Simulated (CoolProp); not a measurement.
The fluid at 298.15 K and 4.71 MPa flows at 1.9 m/s in a round tube of 4.6 mm bore and 1.5 µm roughness, fully developed (64/Re and Nu = 3.66 if laminar; Colebrook and Gnielinski if turbulent). The same conditions are run with several fluids, on thermodynamics alone (safety and materials aside).

Values from CoolProp's reference Helmholtz-energy equation of state of each fluid (R134a: Tillner-Roth 1994; R124: de Vries 1995; p-xylene: Zhou 2012; R236FA: Pan 2012; n-pentane: Thol 2019).

Question: Rank R134a, R124, p-xylene, R236FA, n-pentane by Reynolds number, highest first.

Answer: R134a (51400), R124 (44600), R236FA (38900), n-pentane (28500), p-xylene (11900)

```tsv
fluid	Darcy friction factor	pressure drop (Pa/m)	heat-transfer coefficient (W/(m² K))	mass flow (kg/h)
R134a	0.0219	10600	4690	140
R124	0.0225	12200	3870	157
p-xylene	0.0300	10100	2800	97.8
R236FA	0.0231	12500	3880	157
n-pentane	0.0246	6050	4020	71.3
```

Transport values come from each fluid's own correlations; those of R134a, R124, R236FA, n-pentane are estimates that may be off by 10 % or more.
